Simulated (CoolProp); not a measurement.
Properties of ethanol along the isotherm 346.85 °C (Tc = 241.6 °C, pc = 6268 kPa, ω = 0.644).

Model: reference Helmholtz-energy equation of state, Schroeder 2014, in CoolProp.

```json
[
 {"p (kPa)": "3920", "phase": "gas", "cp (kJ/(kg K))": "2.700", "expansivity (1/kK)": "2.346"},
 {"p (kPa)": "7830", "phase": "supercritical", "cp (kJ/(kg K))": "3.165", "expansivity (1/kK)": "3.605"},
 {"p (kPa)": "11800", "phase": "supercritical", "cp (kJ/(kg K))": "3.942", "expansivity (1/kK)": "5.887"},
 {"p (kPa)": "15700", "phase": "supercritical", "cp (kJ/(kg K))": "4.689", "expansivity (1/kK)": "7.753"},
 {"p (kPa)": "19600", "phase": "supercritical", "cp (kJ/(kg K))": "4.739", "expansivity (1/kK)": "6.714"},
 {"p (kPa)": "23500", "phase": "supercritical", "cp (kJ/(kg K))": "4.587", "expansivity (1/kK)": "5.351"},
 {"p (kPa)": "27400", "phase": "supercritical", "cp (kJ/(kg K))": "4.472", "expansivity (1/kK)": "4.473"},
 {"p (kPa)": "31300", "phase": "supercritical", "cp (kJ/(kg K))": "4.379", "expansivity (1/kK)": "3.859"}
]
```
